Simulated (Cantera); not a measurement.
A freely propagating, adiabatic, planar premixed flame of 9.43 % CH4, 2.83 % H2, 18.4 % O2, 69.3 % N2, unburnt at 350 K and 4.90 bar; multicomponent transport, grid criteria slope 0.08 and curve 0.16, no radiation.

Computed with Cantera and GRI-Mech 3.0 (53 species, 325 reactions). Burning velocities carry a grid error of a few per cent, more on coarse grids.

**Question.** Predict: laminar burning velocity; thermal thickness; peak x(CH3); peak x(H2O2); peak x(HCN).

**Answer.** 
| Item | Result |
|---|---|
| laminar burning velocity | 30.7 cm/s |
| thermal thickness | 0.129 mm |
| peak x(CH3) | 0.00180 |
| peak x(H2O2) | 6.38e-5 |
| peak x(HCN) | 8.80e-6 |
